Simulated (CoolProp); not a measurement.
Ethanol along the isotherm 620 K: Z from the reference equation and from simpler models built on Tc = 514.7 K, pc = 6268 kPa, ω = 0.644; each cubic takes its own stable root.

Model: reference Helmholtz-energy equation of state, Schroeder 2014, in CoolProp.

| p (kPa) | phase | reference |
|---|---|---|
| 198 | gas | 0.9962 |
| 309 | gas | 0.9940 |
| 481 | gas | 0.9906 |
| 748 | gas | 0.9854 |
| 1170 | gas | 0.9771 |
| 1810 | gas | 0.9643 |
| 2820 | gas | 0.9436 |
| 4400 | gas | 0.9098 |
| 6850 | supercritical | 0.8526 |
| 10700 | supercritical | 0.7480 |
| 16600 | supercritical | 0.6012 |
| 25900 | supercritical | 0.6097 |
| 40300 | supercritical | 0.7651 |
| 62700 | supercritical | 1.035 |

Q: How far does each simpler model (Soave-Redlich-Kwong, Peng-Robinson) lie from the reference over these 14 states: mean and median of the absolute difference, and the worst?

A: 
- Soave-Redlich-Kwong: mean 7.2 %, median 1.0 %, worst +27.6 % at 620 K and 25900 kPa
- Peng-Robinson: mean 5.1 %, median 2.0 %, worst +18.2 % at 620 K and 25900 kPa
